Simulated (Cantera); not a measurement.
Charge: 1 mol Si3N4, 0.86 mol O2, 5.5 mol H2, at 4.20 mbar.

Cantera equilibrium calculation (NASA polynomials, part measured and part estimated; ideal gas, pure solids and liquids). Candidate condensed phases: H2O, Si, SiO2, Si2N2O, Si3N4; 35 gas species. The numbers say what is thermodynamically allowed, not how fast it happens. All values below are at 900 K.

Base state: H2 0.906, N2 0.0944 (mole fractions); condensed: SiO2(β-quartz) + Si2N2O(s).

Problem. What changes in the equilibrium state with this change: O2 from 0.86 to 14 mol?

Solution. 
```csv
species,before,after
O2,<1e-9,0.524
H2O,5.65e-6,0.349
N2,0.0944,0.127
H2,0.906,<1e-9
"SiO2(β-quartz), mol",0.147,3.00
"Si2N2O(s), mol",1.43,0
```
